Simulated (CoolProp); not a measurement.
A Linde-Hampson liquefier for nitrogen: isothermal reversible compression at 250 K from 1 atm to 15 MPa, throttling to 1 atm, return gas leaving the recuperator 10 K below the feed. Each further row changes one setting.

Computed with CoolProp (reference Helmholtz-energy equation of state, Span 2000).

| case | liquid yield per pass | compression work (kJ/kg of gas) |
|---|---|---|
| as stated | … | 365 |
| high pressure 30 MPa | … | 418 |
| warm-end temperature 280 K | … | … |
| warm-end gap 15 K | … | 365 |

Problem. Some entries are withheld; supply them.

Solution. 
- as stated, liquid yield per pass: 0.081
- high pressure 30 MPa, liquid yield per pass: 0.126
- warm-end temperature 280 K, liquid yield per pass: 0.052
- warm-end temperature 280 K, compression work (kJ/kg of gas): 413
- warm-end gap 15 K, liquid yield per pass: 0.068
